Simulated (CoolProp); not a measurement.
Vapour-liquid equilibrium of cis-2-butene (1) + methanol (2) at 101.55 °C; x and y are mole fractions of (1).

Values from CoolProp's multi-fluid Helmholtz-energy mixture model, Lemmon 2005 and de Reuck 1993; pair parameters Bell 2016.

Give the bubble pressure and the first vapour's composition at x = 0.65, 0.8, 0.95. Is there an azeotrope?

x = 0.65: 1502 kPa, y = 0.777; x = 0.8: 1536 kPa, y = 0.821; x = 0.95: 1509 kPa, y = 0.933. y crosses x between x = 0.8 and 0.95: the model has an azeotrope there.

Pair parameters are fitted to limited data, so mixtures are less certain than the pure fluids. With so large a gap from Raoult's law the liquid may split in two, which this calculation doesn't test in full.
